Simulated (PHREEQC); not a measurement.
Consider water at 65 °C with 0.29 mol AlCl3, 0.00027 mol K2SO4 and 0.00029 mol ZnI2 per kg of water. Closed to the air; pH follows from the charge balance.

The numbers come from PHREEQC with the ion-association model, wateq4f.dat.

Precipitation was switched off in this run.

Question: Order these S species by the share of S that they hold, largest first: HSO4-, SO4-2, AlSO4+.

Answer: AlSO4+ (92 %), SO4-2 (7.2 %), HSO4- (0.97 %)

The pH is 2.55 and the ionic strength 1.73 mol/kgw. Ionic strength above about 0.7 mol/kgw puts this run outside the model's range. Away from 25 °C the constants follow the database's enthalpies or fits; those with neither stay at their 25 °C values.
